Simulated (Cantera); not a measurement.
A closed system holds: 1 mol V, 0.12 mol O₂, 16 mol N₂, equilibrated at 0.278 Torr.

Equilibrium computed with Cantera from the NASA thermochemical tables; the gas is ideal and each condensed phase is pure. Candidate condensed phases: V, VN, VO, V₂O₃, V₂O₄, V₂O₅; 13 gas species. Mutual solubility and eutectic melting of coexisting phases are not modelled. VN, VO: taken at fixed stoichiometry. Condensed phases not in the tables: the oxides between V₂O₃ and V₂O₅ other than VO₂, solid solutions among these carbides, nitrides and lower oxides, V₂N, N, O or C dissolved in the metal. Equilibrium is a limit: real reactors are often held back by kinetics, nucleation or transport.

log p: log10 of the partial pressure in bar; n: condensed amount in mol.

```tsv
T (°C)	log p N₂	log p V	log p VO	log p VO₂	log p O	log p N	log p NO	n VN(s)	n V₂O₃(s)	n VO(s)	n V(s)
927	-3.43	<-15	-15.03	-13.95	<-15	<-15	<-15	0.840	0.0800	0	0
1027	-3.43	-15.37	-13.14	-12.48	<-15	<-15	-15.01	0.760	0	0.240	0
1127	-3.43	-13.30	-11.60	-11.37	<-15	<-15	___	0.760	0	0.240	0
1227	-3.43	-11.50	-10.27	-10.42	-14.56	-14.93	___	0.760	0	0.240	0
1327	-3.43	-9.94	-9.12	-9.59	-13.55	-13.89	___	0.760	0	0.240	0
1427	-3.43	-8.56	-8.11	-8.87	-12.67	-12.97	___	0.760	0	0.240	0
1527	-3.43	-7.34	-7.22	-8.24	-11.88	-12.15	___	0.758	0	0.237	0
1627	-3.43	-6.33	-6.42	-7.60	-11.10	-11.42	___	0	0	0.221	0.741
1727	-3.44	-5.64	-5.71	-6.82	-10.19	-10.76	___	0	0	0.142	0.666
1827	-3.45	-5.01	-5.32	-6.60	-9.60	-10.17	___	0	0	0	0.334
1927	-3.46	-4.78	-5.31	-6.78	-9.09	-9.63	___	0	0	0	0
2027	-3.46	-4.78	-5.31	-6.74	-8.42	-9.14	___	0	0	0	0
```

Question: Some entries are withheld; supply them.

Answer: 
- 1127, log p NO: -14.15
- 1227, log p NO: -13.40
- 1327, log p NO: -12.75
- 1427, log p NO: -12.18
- 1527, log p NO: -11.67
- 1627, log p NO: -11.14
- 1727, log p NO: -10.46
- 1827, log p NO: -10.08
- 1927, log p NO: -9.76
- 2027, log p NO: -9.26
